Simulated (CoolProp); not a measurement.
Vapour-liquid equilibrium of propane (1) + sulfur dioxide (2) at 34.55 °C; x and y are mole fractions of (1).

The numbers come from the multi-fluid Helmholtz-energy mixture model, Lemmon 2009 and Gao 2016; pair parameters Bell 2016 in CoolProp.

```tsv
x	bubble pressure (bar)	y at the bubble point	dew pressure at overall composition x (bar)	liquid density (mol/L)
0.05	8.998	0.403	5.628	20.00
0.15	12.35	0.572	6.308	18.33
0.25	13.29	0.609	7.164	16.85
0.35	13.54	0.621	(withheld)	15.56
0.45	13.69	(withheld)	(withheld)	14.43
0.55	13.84	0.646	11.80	(withheld)
0.65	13.97	(withheld)	(withheld)	12.67
0.75	13.94	0.721	13.83	12.00
0.85	13.60	0.795	13.23	(withheld)
0.95	12.74	0.913	12.45	11.01
```

Problem. What belongs in the gaps?

Solution. 
- 0.35, dew pressure at overall composition x (bar): 8.272
- 0.45, y at the bubble point: 0.630
- 0.45, dew pressure at overall composition x (bar): 9.757
- 0.55, liquid density (mol/L): 13.48
- 0.65, y at the bubble point: 0.674
- 0.65, dew pressure at overall composition x (bar): 13.87
- 0.85, liquid density (mol/L): 11.46

y crosses x between x = 0.65 and 0.75: the model has an azeotrope there.

Pair parameters are fitted to limited data, so mixtures are less certain than the pure fluids. With so large a gap from Raoult's law the liquid may split in two, which this calculation doesn't test in full.
